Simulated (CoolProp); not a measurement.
Ethanol at several states: density (kg/m³) from the reference equation and from simpler models built on Tc = 241.6 °C, pc = 6.268 MPa, ω = 0.644; each cubic takes its own stable root.

Computed with CoolProp (reference Helmholtz-energy equation of state, Schroeder 2014).

```tsv
T (°C)	p (MPa)	phase	reference
292.25	0.602	gas	6.010
-95.55	0.254	liquid	890.3
106.05	0.593	liquid	707.8
108.45	0.47	liquid	704.8
73.85	32.2	liquid	773.1
```

Q: How far does each simpler model (van der Waals, Redlich-Kwong) lie from the reference over these 5 states: mean and median of the absolute difference, and the worst?

A: 
- van der Waals: mean 57.6 %, median 46.4 %, worst -99.0 % at 108.45 °C and 0.47 MPa
- Redlich-Kwong: mean 47.8 %, median 20.4 %, worst -99.0 % at 108.45 °C and 0.47 MPa

At some of these states van der Waals, Redlich-Kwong gives the other phase, because its saturation line lies elsewhere.
